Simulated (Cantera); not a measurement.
Input (Python, Cantera) and output of one run.

```python
import numpy as np
import cantera as ct

gas_names = [...]  # 113 gases of nasa_gas.yaml made of C, H, O, Ti
cond_names = """
    C(gr) C6H6(L) C7H8(L) C8H18(L),n-octa H2O(s) H2O(L) Ti(a) Ti(b) Ti(L) TiC(s) TiC(L) TiO(a) TiO(b)
    TiO(L) TiO2(ru) TiO2(L) Ti2O3(a) Ti2O3(b) Ti2O3(L) Ti3O5(a) Ti3O5(b) Ti3O5(L) Ti4O7(s) Ti4O7(L)
""".split()


# ... load() reads the species with a 1 bar reference pressure and builds the phases ...
atoms = {
    'TiO2': {'Ti': 1, 'O': 2},
    'CH4': {'C': 1, 'H': 4},
    'H2': {'H': 2},
}
top_T = {'C(gr)': 4500}  # K; cautious upper limits of use, not melting points


# ... equilibrate(T, P, feed) seeds the gas with the atoms and calls Mixture.equilibrate('TP', solver="vcs", rtol=1e-11, max_steps=5000) ...
results = []
feed = {'TiO2': 1, 'CH4': 3.7, 'H2': 0.95}  # mol
T = 1873.15  # K
P = 13332.2  # Pa
mix = equilibrate(T, P, feed)
results.append((T, P, feed, dict(zip(mix.species_names, mix.species_moles))))
x = sorted(zip(gas.X, gas.species_names), reverse=True)
print(f"T = {T:g} K  P = {P:g} Pa  gas = {mix.phase_moles(0):.4g} mol")
print("   x: " + "  ".join(f"{s} {v:.3e}" for v, s in x if v > 0.0001))
print("   condensed (mol): " + ("  ".join(f"{mix.phase(i).name} {mix.phase_moles(i):.4g}"
      for i in range(1, mix.n_phases) if mix.phase_moles(i) > 1e-12) or "none"))
```

Result:

```
T = 1873.15 K  P = 13332.2 Pa  gas = 10.36 mol
   x: H2 8.050e-01  CO 1.931e-01  H 1.588e-03  C2H2,acetylene 2.515e-04
   condensed (mol): C(gr) 0.6943  TiC(s) 1
```

Method: chemical equilibrium by Gibbs-energy minimisation in Cantera with the NASA 1993 tables (ideal gas, pure condensed phases). TiC: taken at fixed stoichiometry.
